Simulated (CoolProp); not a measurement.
A closed Brayton cycle with carbon dioxide: compressor inlet 314.15 K and 8.3 MPa, high pressure 17.3 MPa, turbine inlet 670 K, compressor efficiency 0.8, turbine efficiency 0.85, recuperator effectiveness 0 (on enthalpy, no pinch check). Each further row changes one setting.

The numbers come from the reference Helmholtz-energy equation of state, Span 1996 in CoolProp.

```csv
case,thermal efficiency (%),net work (kJ/kg),compressor to turbine work,compressor exit (K),turbine exit (K)
as stated,10.2,43.5,0.40,365.5,595.2
turbine inlet 620 K,10.1,36.8,0.44,365.5,547.9
compressor inlet 324.15 K,9.4,35.7,0.51,385.5,595.2
high pressure 14.7 MPa,8.2,35.8,0.38,353.9,611.6
recuperator effectiveness 0.5,15.0,43.5,0.40,365.5,595.2
```
